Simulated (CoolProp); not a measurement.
A single-stage vapour-compression cycle with carbon dioxide: evaporating at 243.15 K (dew point), condensing at 291.15 K (bubble point), superheat 0 K, subcooling 0 K, compressor efficiency 0.7, no pressure losses. Each further row changes one setting.

Computed with CoolProp (reference Helmholtz-energy equation of state, Span 1996).

| case | cooling COP | pressure ratio | discharge temperature (K) | refrigerating effect (kJ/kg) | volumetric capacity (kJ/m³) |
|---|---|---|---|---|---|
| as stated | 2.19 | 3.83 | 359.6 | 188 | 6960 |
| evaporating temperature 248.15 K | 2.56 | 3.25 | [?] | 188 | 8240 |
| condensing temperature 286.15 K | [?] | [?] | 348.0 | [?] | 7520 |
| subcooling 5 K | 2.39 | 3.83 | 359.6 | 204 | [?] |
| superheat 10 K | [?] | 3.83 | 374.2 | 199 | [?] |
| compressor efficiency 0.6 | 1.88 | 3.83 | 371.7 | 188 | 6960 |

Problem. Some entries are withheld; supply them.

Solution. 
- evaporating temperature 248.15 K, discharge temperature (K): 349.7
- condensing temperature 286.15 K, cooling COP: 2.64
- condensing temperature 286.15 K, pressure ratio: 3.39
- condensing temperature 286.15 K, refrigerating effect (kJ/kg): 203
- subcooling 5 K, volumetric capacity (kJ/m³): 7580
- superheat 10 K, cooling COP: 2.16
- superheat 10 K, volumetric capacity (kJ/m³): 6870
